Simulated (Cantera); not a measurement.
Input (Python, Cantera):

```python
import numpy as np
import cantera as ct

gas = ct.Solution("gri30.yaml")
gas.TPX = 1350, 230000, {'CH3OH': 0.0035, 'O2': 0.05, 'N2': 1}
inlet = ct.Reservoir(gas, clone=True)

reactor = ct.IdealGasConstPressureReactor(gas, energy="off", clone=False)
exhaust = ct.Reservoir(gas, clone=True)
tau = [1.5, 0.71, 0.33, 0.16, 0.072, 0.034, 0.016, 0.0074][0]
for a, b in ((inlet, reactor), (reactor, exhaust)):
    ct.MassFlowController(a, b, mdot=lambda t: reactor.mass / tau)
net = ct.ReactorNet([reactor])
show = ['CH3OH', 'O2', 'HCO', 'CO2', 'OH']

rows = []
print(f"{'tau/s':>10s}{'T/K':>9s}" + "".join(f"{s:>11s}" for s in show))
for tau in [1.5, 0.71, 0.33, 0.16, 0.072, 0.034, 0.016, 0.0074]:
    net.initial_time = 0.0
    net.advance(30 * tau)
    before = gas.X
    net.advance(40 * tau)
    drift = np.max(np.abs(gas.X - before) / (gas.X + 1e-9))
    rows.append([gas.T, *gas[show].X, drift])
    print(f"{tau:10.3e}{gas.T:9.1f}" + "".join(f"{x:11.3e}" for x in gas[show].X))
```

Output:

```
     tau/s      T/K      CH3OH         O2        HCO        CO2         OH
 1.500e+00   1350.0  8.127e-07  4.242e-02  1.438e-10  3.287e-03  1.155e-05
 7.100e-01   1350.0  1.414e-06  4.243e-02  3.036e-10  3.263e-03  1.354e-05
 3.300e-01   1350.0  2.497e-06  4.245e-02  6.526e-10  3.220e-03  1.575e-05
 1.600e-01   1350.0  4.282e-06  4.249e-02  1.344e-09  3.146e-03  1.791e-05
 7.200e-02   1350.0  7.836e-06  4.256e-02  2.977e-09  2.998e-03  2.022e-05
 3.400e-02   1350.0  1.420e-05  4.268e-02  6.270e-09  2.752e-03  2.199e-05
 1.600e-02   1350.0  2.744e-05  4.290e-02  1.319e-08  2.341e-03  2.269e-05
 7.400e-03   1350.0  5.936e-05  4.324e-02  2.794e-08  1.725e-03  2.172e-05
```

Model: GRI-Mech 3.0 (53 species, 325 reactions), integrated in Cantera. GRI-Mech 3.0 was tuned for natural gas; its chemistry of methanol as a main component is partial and can be far from experiment.
